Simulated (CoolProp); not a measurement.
R123 along the isotherm 122.35 °C: density (kg/m³) from the reference equation and from simpler models built on Tc = 183.7 °C, pc = 36.62 bar, ω = 0.282; each cubic takes its own stable root.

The numbers come from the reference Helmholtz-energy equation of state, Younglove 1994 in CoolProp. It is a modified Benedict-Webb-Rubin equation, recast in Helmholtz form.

```json
[
 {"p (bar)": "0.0579", "phase": "gas", "reference": "0.2695", "van der Waals": "0.2695", "Redlich-Kwong": "0.2695", "Soave-Redlich-Kwong": "0.2695", "Peng-Robinson": "0.2695"},
 {"p (bar)": "0.0977", "phase": "gas", "reference": "0.4551", "van der Waals": "0.4549", "Redlich-Kwong": "0.4550", "Soave-Redlich-Kwong": "0.4550", "Peng-Robinson": "0.4551"},
 {"p (bar)": "0.165", "phase": "gas", "reference": "0.7693", "van der Waals": "0.7688", "Redlich-Kwong": "0.7691", "Soave-Redlich-Kwong": "0.7693", "Peng-Robinson": "0.7694"},
 {"p (bar)": "0.278", "phase": "gas", "reference": "1.299", "van der Waals": "1.297", "Redlich-Kwong": "1.298", "Soave-Redlich-Kwong": "1.298", "Peng-Robinson": "1.299"},
 {"p (bar)": "0.47", "phase": "gas", "reference": "2.202", "van der Waals": "2.198", "Redlich-Kwong": "2.200", "Soave-Redlich-Kwong": "2.201", "Peng-Robinson": "2.203"},
 {"p (bar)": "0.793", "phase": "gas", "reference": "3.735", "van der Waals": "3.722", "Redlich-Kwong": "3.730", "Soave-Redlich-Kwong": "3.732", "Peng-Robinson": "3.736"},
 {"p (bar)": "1.34", "phase": "gas", "reference": "6.367", "van der Waals": "6.330", "Redlich-Kwong": "6.353", "Soave-Redlich-Kwong": "6.361", "Peng-Robinson": "6.371"},
 {"p (bar)": "2.26", "phase": "gas", "reference": "10.91", "van der Waals": "10.80", "Redlich-Kwong": "10.86", "Soave-Redlich-Kwong": "10.89", "Peng-Robinson": "10.92"},
 {"p (bar)": "3.81", "phase": "gas", "reference": "18.90", "van der Waals": "18.56", "Redlich-Kwong": "18.76", "Soave-Redlich-Kwong": "18.84", "Peng-Robinson": "18.93"},
 {"p (bar)": "6.43", "phase": "gas", "reference": "33.59", "van der Waals": "32.47", "Redlich-Kwong": "33.12", "Soave-Redlich-Kwong": "33.37", "Peng-Robinson": "33.66"},
 {"p (bar)": "10.8", "phase": "gas", "reference": "62.85", "van der Waals": "58.48", "Redlich-Kwong": "60.83", "Soave-Redlich-Kwong": "61.88", "Peng-Robinson": "62.85"},
 {"p (bar)": "18.3", "phase": "liquid", "reference": "1172", "van der Waals": "118.0", "Redlich-Kwong": "962.0", "Soave-Redlich-Kwong": "1021", "Peng-Robinson": "1157"}
]
```

At some of these states van der Waals gives the other phase, because its saturation line lies elsewhere.
